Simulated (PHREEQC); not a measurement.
## Silver or lead bath: speciation

Consider water at 95 °C with 0.002 mol PbCl2, 0.12 mol NaCl and 0.01 mol Cu(NO3)2 per kg of water. Closed to the air; pH follows from the charge balance.

Model: ion-association model, wateq4f.dat, run in PHREEQC.

Each row changes one thing in this solution. Precipitation was switched off in this run.

| case | pH | ionic strength (mol/kgw) | Cl- (mol/kgw) | CuCl+ (mol/kgw) | Cu+2 (mol/kgw) | CuCl2 (mol/kgw) | SI of Tenorite (CuO) | SI of Cu(OH)2 (Cu(OH)2) |
|---|---|---|---|---|---|---|---|---|
| as made | 4.34 | 0.140 | 0.116 | 0.00586 | 0.00376 | 0.000328 | +0.26 | -0.76 |
| NaCl left out | 4.01 | 0.0337 | 0.00307 | 0.000593 | 0.00929 | 1.20e-6 | +0.18 | -0.84 |
| NaCl from 0.12 to 0.012 mol/kgw | (withheld) | (withheld) | 0.0131 | 0.00201 | 0.00787 | 1.66e-5 | +0.19 | -0.82 |
| PbCl2 left out | 4.34 | 0.137 | 0.114 | 0.00583 | 0.00379 | 0.000322 | +0.26 | -0.76 |
| NaCl replaced by SrCl2 at the same molality | 4.49 | 0.378 | (withheld) | 0.00652 | 0.00288 | 0.000550 | +0.30 | -0.72 |
| NaCl from 0.12 to 0.024 mol/kgw | 4.12 | (withheld) | 0.0237 | 0.00301 | 0.00686 | 4.34e-5 | +0.21 | -0.81 |
| diluted 5-fold with water | 4.58 | 0.0293 | 0.0238 | 0.000665 | 0.00129 | 1.07e-5 | +0.47 | -0.55 |
| 0.0037 mol/kgw BaCl2 added | 4.35 | 0.151 | 0.123 | 0.00593 | 0.00367 | 0.000346 | +0.26 | -0.76 |

Task: Fill in the missing entries.

Result: 
- NaCl from 0.12 to 0.012 mol/kgw, pH: 4.07
- NaCl from 0.12 to 0.012 mol/kgw, ionic strength (mol/kgw): 0.0418
- NaCl replaced by SrCl2 at the same molality, Cl- (mol/kgw): 0.234
- NaCl from 0.12 to 0.024 mol/kgw, ionic strength (mol/kgw): 0.0513

Complexes and solids missing from the database can't appear. Some of these states are supersaturated (in Atacamite, Tenorite (slow to form), for instance). At this temperature some constants are extrapolated from 25 °C, and those without enthalpy data are left unchanged.
